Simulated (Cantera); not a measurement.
An adiabatic, constant-pressure homogeneous reactor starts with C₃H₈ : O₂ : N₂ = 1 : 12.8 : 48.2 (molar parts), at 1648 K and 5.00 bar. Integrator tolerance rtol = 1e-08.

Detailed kinetics in Cantera: GRI-Mech 3.0 (53 species, 325 reactions). GRI-Mech 3.0 was tuned for natural gas; its chemistry of propane as a main component is partial and can be far from experiment.

### Question
What does this change do: constant volume in place of constant pressure?

### Answer
| quantity | before | after |
|---|---|---|
| time of steepest temperature rise | 8.41 µs | 7.77 µs |
| temperature at 3.00 s | 2420 K | 2587 K |
| equilibrium temperature | 2420 K | 2587 K |
| x(C₃H₈) at 3.00 s | <1e-12 (gas-phase equilibrium <1e-12) | <1e-12 (gas-phase equilibrium <1e-12) |
| x(O₂) at 3.00 s | 0.115 (gas-phase equilibrium 0.115) | 0.112 (gas-phase equilibrium 0.112) |
| x(HCO) at 3.00 s | 1.64e-10 (gas-phase equilibrium 1.64e-10) | 8.38e-10 (gas-phase equilibrium 8.38e-10) |
| x(C₂H) at 3.00 s | <1e-12 (gas-phase equilibrium <1e-12) | <1e-12 (gas-phase equilibrium <1e-12) |
| x(C₂H₆) at 3.00 s | <1e-12 (gas-phase equilibrium <1e-12) | <1e-12 (gas-phase equilibrium <1e-12) |
| x(H) at 3.00 s | 0.000141 (gas-phase equilibrium 0.000141) | 0.000306 (gas-phase equilibrium 0.000306) |
| x(CH₂) at 3.00 s | <1e-12 (gas-phase equilibrium <1e-12) | <1e-12 (gas-phase equilibrium <1e-12) |

### Question
What does this change do: initial temperature 1648 to 1125 K?

### Answer
```json
[
 {"quantity": "time of steepest temperature rise", "before": "8.41 µs", "after": "9.59 ms"},
 {"quantity": "temperature at 3.00 s", "before": "2420 K", "after": "1986 K"},
 {"quantity": "equilibrium temperature", "before": "2420 K", "after": "1984 K"},
 {"quantity": "x(C₃H₈) at 3.00 s", "before": "<1e-12 (gas-phase equilibrium <1e-12)", "after": "<1e-12 (gas-phase equilibrium <1e-12)"},
 {"quantity": "x(O₂) at 3.00 s", "before": "0.115 (gas-phase equilibrium 0.115)", "after": "0.121 (gas-phase equilibrium 0.121)"},
 {"quantity": "x(HCO) at 3.00 s", "before": "1.64e-10 (gas-phase equilibrium 1.64e-10)", "after": "<1e-12 (gas-phase equilibrium <1e-12)"},
 {"quantity": "x(C₂H) at 3.00 s", "before": "<1e-12 (gas-phase equilibrium <1e-12)", "after": "<1e-12 (gas-phase equilibrium <1e-12)"},
 {"quantity": "x(C₂H₆) at 3.00 s", "before": "<1e-12 (gas-phase equilibrium <1e-12)", "after": "<1e-12 (gas-phase equilibrium <1e-12)"},
 {"quantity": "x(H) at 3.00 s", "before": "0.000141 (gas-phase equilibrium 0.000141)", "after": "3.05e-6 (gas-phase equilibrium 3.01e-6)"},
 {"quantity": "x(CH₂) at 3.00 s", "before": "<1e-12 (gas-phase equilibrium <1e-12)", "after": "<1e-12 (gas-phase equilibrium <1e-12)"}
]
```
